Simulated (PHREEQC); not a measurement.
A column of 1 m (30 cells, dispersivity 0.035 m, 720 s a shift, diffusion coefficient 3e-10 m²/s) holds 0.0091 eq of the database's cation exchanger X per kg of pore water, first in equilibrium with 0.048 mol Na2SO4 and 1e-05 mol HCl per kg of water. It is flushed with 0.0019 mol MgSO4 and 1e-05 mol HCl per kg of water, at 40 °C. Values are for the last cell. CO2 from the air is kept out. No solid was allowed to form.

Model: ion-association model, phreeqc.dat, run in PHREEQC.

### Question
Predict Na in solution (mol/kgw), Mg in solution (mol/kgw) at pore volumes = 1.183, 3.283, 3.983.

### Answer
```tsv
pore volumes	Na in solution (mol/kgw)	Mg in solution (mol/kgw)
1.183	0.0242	6.09e-10
3.283	0.00377	1.45e-5
3.983	1.12e-5	0.00189
```

Away from 25 °C the constants follow the database's enthalpies or fits; those with neither stay at their 25 °C values.
